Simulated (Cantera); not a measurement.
Input (Python, Cantera):

```python
import numpy as np
import cantera as ct

gas = ct.Solution("gri30.yaml")
gas.TPX = 1550, 220000, {'C3H8': 1, 'O2': 5.88, 'N2': 22.1}
reactor = ct.IdealGasReactor(gas, energy="on", clone=False)
net = ct.ReactorNet([reactor])
net.rtol, net.atol = 1e-08, 1e-16
show = ['C3H8', 'O2', 'C2H', 'H2O2', 'H', 'CH4']
times = np.geomspace(9e-06, 0.3, 11)

steps = ct.SolutionArray(gas, extra=["t"])
rows = []
print(f"{'t/s':>10s}{'T/K':>9s}{'P/Pa':>11s}" + "".join(f"{s:>11s}" for s in show))
for t in times:
    while net.time < t:
        t_next = net.step()
        steps.append(gas.state, t=t_next)
    rows.append([np.interp(t, steps.t, y) for y in (steps.T, steps.P, *steps(*show).X.T)])
    print(f"{t:10.3e}{rows[-1][0]:9.1f}{rows[-1][1]:11.4g}" + "".join(f"{x:11.3e}" for x in rows[-1][2:]))
rate = np.gradient(steps.T, steps.t)
print("integrator steps:", len(steps.t))
if steps.T.max() > steps.T[0] + 200:
    print(f"time of steepest temperature rise: {steps.t[rate.argmax()]:.4e} s")
gas.TPX = 1550, 220000, {'C3H8': 1, 'O2': 5.88, 'N2': 22.1}
gas.equilibrate("UV")
print(f"equilibrium (UV): T = {gas.T:.1f} K  " + "  ".join(f"{s} {gas[s].X[0]:.3e}" for s in show))
```

It prints:

```
       t/s      T/K       P/Pa       C3H8         O2        C2H       H2O2          H        CH4
 9.000e-06   1540.7  2.202e+05  2.858e-02  1.995e-01  1.840e-10  1.086e-05  2.890e-05  3.968e-04
 2.550e-05   1760.6   2.63e+05  3.176e-03  1.607e-01  7.133e-07  4.984e-05  6.552e-04  3.435e-03
 7.225e-05   2975.7  4.556e+05  5.414e-42  4.199e-02  1.587e-18  7.473e-07  6.956e-03  4.070e-15
 2.047e-04   2966.2  4.538e+05  6.187e-42  3.858e-02  1.521e-18  7.117e-07  6.724e-03  4.300e-15
 5.800e-04   2958.3  4.523e+05  6.757e-42  3.623e-02  1.466e-18  6.834e-07  6.583e-03  4.457e-15
 1.643e-03   2957.6  4.522e+05  6.811e-42  3.602e-02  1.461e-18  6.809e-07  6.570e-03  4.471e-15
 4.656e-03   2957.6  4.522e+05  6.811e-42  3.602e-02  1.461e-18  6.809e-07  6.570e-03  4.471e-15
 1.319e-02   2957.6  4.522e+05  6.811e-42  3.602e-02  1.461e-18  6.809e-07  6.570e-03  4.471e-15
 3.737e-02   2957.6  4.522e+05  6.811e-42  3.602e-02  1.461e-18  6.809e-07  6.570e-03  4.471e-15
 1.059e-01   2957.6  4.522e+05  6.811e-42  3.602e-02  1.461e-18  6.809e-07  6.570e-03  4.471e-15
 3.000e-01   2957.6  4.522e+05  6.811e-42  3.602e-02  1.461e-18  6.809e-07  6.570e-03  4.471e-15
integrator steps: 1739
time of steepest temperature rise: 2.7764e-05 s
equilibrium (UV): T = 2957.6 K  C3H8 1.375e-41  O2 3.602e-02  C2H 1.535e-18  H2O2 6.809e-07  H 6.570e-03  CH4 6.026e-15
```

Cantera simulation using GRI-Mech 3.0 (53 species, 325 reactions); the numbers are that mechanism's predictions, not measurements. GRI-Mech 3.0 was tuned for natural gas; its chemistry of propane as a main component is partial and can be far from experiment.
